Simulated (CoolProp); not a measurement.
The fluid at 315.31 K and 1.78 MPa (liquid) is heated at constant pressure to 405.2 K. The same conditions are run with several fluids, on thermodynamics alone (safety and materials aside).

Computed with CoolProp (reference Helmholtz-energy equation of state of each fluid (chloromethane (R40): Thol 2014; n-perfluorohexane: Gao 2022; n-decane: Lemmon 2006; water: Wagner 2002; R245ca: Zhou 2016)).

```json
[
 {"fluid": "chloromethane (R40)", "heat (kJ/kg)": "434", "final phase": "gas", "final density (kg/m³)": "(withheld)"},
 {"fluid": "n-perfluorohexane", "heat (kJ/kg)": "103", "final phase": "liquid", "final density (kg/m³)": "(withheld)"},
 {"fluid": "n-decane", "heat (kJ/kg)": "219", "final phase": "liquid", "final density (kg/m³)": "(withheld)"},
 {"fluid": "water", "heat (kJ/kg)": "378", "final phase": "liquid", "final density (kg/m³)": "(withheld)"},
 {"fluid": "R245ca", "heat (kJ/kg)": "(withheld)", "final phase": "gas", "final density (kg/m³)": "100"}
]
```

Task: Fill in the missing entries.

Result: 
- chloromethane (R40), final density (kg/m³): 30.1
- n-perfluorohexane, final density (kg/m³): 1300
- n-decane, final density (kg/m³): 644
- water, final density (kg/m³): 934
- R245ca, heat (kJ/kg): 262
